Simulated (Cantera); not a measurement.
A closed system holds: 1 mol N₂O, 1.4 mol H₂, held at 1875 K and 4.70 mbar.

Method: chemical equilibrium by Gibbs-energy minimisation in Cantera with the NASA 1993 tables (ideal gas, pure condensed phases). Equilibrium is a limit: real reactors are often held back by kinetics, nucleation or transport.

```csv
species,before,after
N₂,0.416,0.591
H₂O,0.415,0.210
O₂,1.50e-5,0.186
H₂,0.165,0.000748
NO,3.25e-5,0.00433
O,1.36e-5,0.00151
H,0.00388,0.000262
OH,0.000762,0.00572
```
Gas species are given as mole fractions.

### Question
Which change was made?
A) H₂ from 1.4 to 0.071 mol
B) temperature from 1875 K to 2050 K
C) temperature from 1875 K to 1750 K
D) H₂ from 1.4 to 0.36 mol

### Answer
D, H₂ from 1.4 to 0.36 mol
